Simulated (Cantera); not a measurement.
Cantera run, input and output.

```python
import numpy as np
import cantera as ct

gas = ct.Solution("gri30.yaml")


def delay(T, t_max=10):
    gas.TPX = T, 110000, {'CO': 1, 'H2': 0.68, 'CH4': 0.28, 'O2': 0.933, 'N2': 3.51, 'CO2': 0.5}
    reactor = ct.IdealGasReactor(gas, clone=False)
    net = ct.ReactorNet([reactor])
    net.rtol, net.atol = 1e-8, 1e-16
    while net.time < t_max:
        t_old, T_old = net.time, reactor.T
        net.step()
        if reactor.T > T + 400:  # ignition: a rise of 400 K
            return t_old + (T + 400 - T_old) / (reactor.T - T_old) * (net.time - t_old)
    return np.nan


taus = []
for T in [1200, 1275, 1350, 1425, 1500, 1575]:
    taus.append(delay(T))
    print(f"T0 = {T:6g} K   tau = {taus[-1]:.4e} s")
```

Output:

```
T0 =   1200 K   tau = 2.9413e-04 s
T0 =   1275 K   tau = 1.6746e-04 s
T0 =   1350 K   tau = 1.0385e-04 s
T0 =   1425 K   tau = 6.9272e-05 s
T0 =   1500 K   tau = 4.9004e-05 s
T0 =   1575 K   tau = 3.6247e-05 s
```

Cantera simulation using GRI-Mech 3.0 (53 species, 325 reactions); the numbers are that mechanism's predictions, not measurements.
